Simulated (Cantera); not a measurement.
Charge: 1 mol H2O, 1.2 mol H2, held at 2423.15 K and 1.80 mbar.

Cantera equilibrium calculation (NASA polynomials, part measured and part estimated; ideal gas, pure solids and liquids). Candidate condensed phases: H2O; 9 gas species. The numbers say what is thermodynamically allowed, not how fast it happens.

Base state: H2 0.374, H2O 0.306, H 0.256, OH 0.0396, O 0.0181, O2 0.00612 (mole fractions); condensed: gas only.

Question: What changes in the equilibrium state with this change: temperature from 2423.15 K to 2148 K?

Answer: 
```
species   before     after
-------  -------  --------
H2         0.374     0.495
H2O        0.306     0.428
H          0.256    0.0691
O         0.0181  0.000757
OH        0.0396   0.00769
O2       0.00612  0.000278
```
